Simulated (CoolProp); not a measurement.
Vapour-liquid equilibrium of CH2F2 (R32) (1) + R236EA (2) at 5.03 bar; x and y are mole fractions of (1).

Computed with CoolProp (multi-fluid Helmholtz-energy mixture model, Tillner-Roth 1997 and Rui 2013; pair parameters Bell 2016).

```tsv
x	bubble temperature, mixture model (K)	bubble temperature, Raoult's law (K)	y, mixture model	y, Raoult's law
0.05	320.1	317.4	0.191	0.273
0.2	303.1	298.2	0.577	0.672
0.35	289.8	285.7	0.776	0.831
0.5	279.6	276.9	0.881	0.909
0.65	271.8	270.1	0.939	0.952
0.8	265.6	264.7	0.973	0.979
0.95	260.5	260.3	0.995	0.996
```

The largest gap from Raoult's law is +4.9 K in bubble temperature, at x = 0.2. No azeotrope shows between x = 0.05 and 0.95.

Pair parameters are fitted to limited data, so mixtures are less certain than the pure fluids.
